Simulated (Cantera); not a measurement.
## Adiabatic ignition

An adiabatic, constant-volume homogeneous reactor starts with CH₄ : C₂H₆ : C₃H₈ : O₂ : N₂ = 1 : 0.14 : 0.1 : 3.08 : 11.6 (molar parts), at 1250 K and 55000 Pa.

Computed with Cantera and GRI-Mech 3.0 (53 species, 325 reactions).

```json
[
 {"t (s)": "5.00e-6", "T (K)": "1250", "P (bar)": "0.550", "x CH₄": "0.0628", "x C₂H₆": "0.00879", "x C₃H₈": "0.00628", "x C₂H": "<1e-12", "x O₂": "0.193", "x H₂O₂": "1.80e-10", "x H": "2.31e-8"},
 {"t (s)": "1.95e-5", "T (K)": "1250", "P (bar)": "0.550", "x CH₄": "0.0628", "x C₂H₆": "0.00879", "x C₃H₈": "0.00628", "x C₂H": "<1e-12", "x O₂": "0.193", "x H₂O₂": "5.99e-9", "x H": "4.18e-8"},
 {"t (s)": "7.58e-5", "T (K)": "1250", "P (bar)": "0.550", "x CH₄": "0.0628", "x C₂H₆": "0.00879", "x C₃H₈": "0.00627", "x C₂H": "<1e-12", "x O₂": "0.193", "x H₂O₂": "1.28e-7", "x H": "6.60e-8"},
 {"t (s)": "0.000295", "T (K)": "1250", "P (bar)": "0.550", "x CH₄": "0.0628", "x C₂H₆": "0.00875", "x C₃H₈": "0.00622", "x C₂H": "<1e-12", "x O₂": "0.193", "x H₂O₂": "1.93e-6", "x H": "3.39e-7"},
 {"t (s)": "0.00115", "T (K)": "1255", "P (bar)": "0.553", "x CH₄": "0.0619", "x C₂H₆": "0.00833", "x C₃H₈": "0.00570", "x C₂H": "<1e-12", "x O₂": "0.192", "x H₂O₂": "9.84e-6", "x H": "1.42e-6"},
 {"t (s)": "0.00447", "T (K)": "2789", "P (bar)": "1.30", "x CH₄": "<1e-12", "x C₂H₆": "<1e-12", "x C₃H₈": "<1e-12", "x C₂H": "<1e-12", "x O₂": "0.0236", "x H₂O₂": "2.93e-7", "x H": "0.00889"},
 {"t (s)": "0.0174", "T (K)": "2786", "P (bar)": "1.30", "x CH₄": "<1e-12", "x C₂H₆": "<1e-12", "x C₃H₈": "<1e-12", "x C₂H": "<1e-12", "x O₂": "0.0230", "x H₂O₂": "2.89e-7", "x H": "0.00884"},
 {"t (s)": "0.0678", "T (K)": "2786", "P (bar)": "1.30", "x CH₄": "<1e-12", "x C₂H₆": "<1e-12", "x C₃H₈": "<1e-12", "x C₂H": "<1e-12", "x O₂": "0.0230", "x H₂O₂": "2.89e-7", "x H": "0.00884"},
 {"t (s)": "0.264", "T (K)": "2786", "P (bar)": "1.30", "x CH₄": "<1e-12", "x C₂H₆": "<1e-12", "x C₃H₈": "<1e-12", "x C₂H": "<1e-12", "x O₂": "0.0230", "x H₂O₂": "2.89e-7", "x H": "0.00884"},
 {"t (s)": "1.03", "T (K)": "2786", "P (bar)": "1.30", "x CH₄": "<1e-12", "x C₂H₆": "<1e-12", "x C₃H₈": "<1e-12", "x C₂H": "<1e-12", "x O₂": "0.0230", "x H₂O₂": "2.89e-7", "x H": "0.00884"},
 {"t (s)": "4.00", "T (K)": "2786", "P (bar)": "1.30", "x CH₄": "<1e-12", "x C₂H₆": "<1e-12", "x C₃H₈": "<1e-12", "x C₂H": "<1e-12", "x O₂": "0.0230", "x H₂O₂": "2.89e-7", "x H": "0.00884"}
]
```
x: mole fraction; the columns are a selection and need not sum to one.

```yaml
time_of_steepest_temperature_rise: 2.56 ms
temperature at 4.00 s: 2786 K
equilibrium_temperature: 2786 K
x(CH₄) at 4.00 s: <1e-12 (gas-phase equilibrium <1e-12)
x(C₂H₆) at 4.00 s: <1e-12 (gas-phase equilibrium <1e-12)
x(C₃H₈) at 4.00 s: <1e-12 (gas-phase equilibrium <1e-12)
```
